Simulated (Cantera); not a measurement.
Predominance diagram of Ta at 577 °C against the partial pressures of O2 and CO (log10, bar). Source: NASA polynomial tables (part measured, part estimated), evaluated in Cantera. Candidates: Ta(s), TaC(s), Ta2O5(s). Only these pure phases compete in this equilibrium. TaC: taken at fixed stoichiometry. Not in the tables: Ta2C.

```
log p(CO) \ log p(O2)
        columns: -47, -43.3, -39.6, -35.9, -32.2, -28.5, -24.8, -21.2, -17.5, -13.8, -10.1, -6.4, -2.7, 1
      0  A A A A A A A A A A A A A A
   -1.5  A A A A A A B B A A A A A A
   -3.1  A A A A A B B B B A A A A A
   -4.6  A A A A A B B B B A A A A A
   -6.2  A A A A B B B B B B A A A A
   -7.7  A A A C B B B B B B B A A A
   -9.3  A A C B B B B B B B B B A A
  -10.8  A C C B B B B B B B B B B A
  -12.4  C C C B B B B B B B B B B B
  -13.9  C C C B B B B B B B B B B B
  -15.5  C C B B B B B B B B B B B B
    -17  C C B B B B B B B B B B B B
```

A: out of reach (another gas would pass 10 bar, or a non-metal would condense); B: Ta2O5(s); C: TaC(s).
